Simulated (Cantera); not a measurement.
An isothermal, constant-pressure homogeneous reactor starts with CH4 : N2 = 1 : 13 (molar parts), at 1900 K and 0.0132 atm. Integrator tolerance rtol = 1e-08.

Detailed kinetics in Cantera: GRI-Mech 3.0 (53 species, 325 reactions). GRI-Mech 3.0 stops at C3 and has no aromatics, soot or wall deposition, so with more carbon than oxygen in the feed, carbon stays in small species such as C2H2 where larger ones or solid carbon would form. Radical loss at walls, strong at low pressure, is not modelled.

Question: What does this change do: pressure from 0.0132 atm to 0.0263 atm?

Answer: 
```tsv
quantity	before	after
x(CH4) at 3.00 s	5.06e-6 (gas-phase equilibrium 1.02e-6)	3.49e-6 (gas-phase equilibrium 2.06e-6)
x(H) at 3.00 s	0.00204 (gas-phase equilibrium 0.00218)	0.00154 (gas-phase equilibrium 0.00154)
x(H2) at 3.00 s	0.0989 (gas-phase equilibrium 0.0988)	0.0991 (gas-phase equilibrium 0.0992)
x(C2H6) at 3.00 s	2.21e-12 (gas-phase equilibrium <1e-12)	1.63e-12 (gas-phase equilibrium <1e-12)
x(CH2) at 3.00 s	5.17e-8 (gas-phase equilibrium 1.20e-8)	2.03e-8 (gas-phase equilibrium 1.20e-8)
x(CH3) at 3.00 s	2.08e-6 (gas-phase equilibrium 4.49e-7)	1.08e-6 (gas-phase equilibrium 6.38e-7)
```

Question: What does this change do: temperature 1900 to 1425 K?

Answer: 
```json
[
 {"quantity": "x(CH4) at 3.00 s", "before": "5.06e-6 (gas-phase equilibrium 1.02e-6)", "after": "0.0675 (gas-phase equilibrium 8.76e-5)"},
 {"quantity": "x(H) at 3.00 s", "before": "0.00204 (gas-phase equilibrium 0.00218)", "after": "6.73e-7 (gas-phase equilibrium 1.88e-5)"},
 {"quantity": "x(H2) at 3.00 s", "before": "0.0989 (gas-phase equilibrium 0.0988)", "after": "0.00435 (gas-phase equilibrium 0.0999)"},
 {"quantity": "x(C2H6) at 3.00 s", "before": "2.21e-12 (gas-phase equilibrium <1e-12)", "after": "4.05e-5 (gas-phase equilibrium 1.91e-10)"},
 {"quantity": "x(CH2) at 3.00 s", "before": "5.17e-8 (gas-phase equilibrium 1.20e-8)", "after": "1.27e-8 (gas-phase equilibrium 4.67e-11)"},
 {"quantity": "x(CH3) at 3.00 s", "before": "2.08e-6 (gas-phase equilibrium 4.49e-7)", "after": "0.000159 (gas-phase equilibrium 3.31e-7)"}
]
```
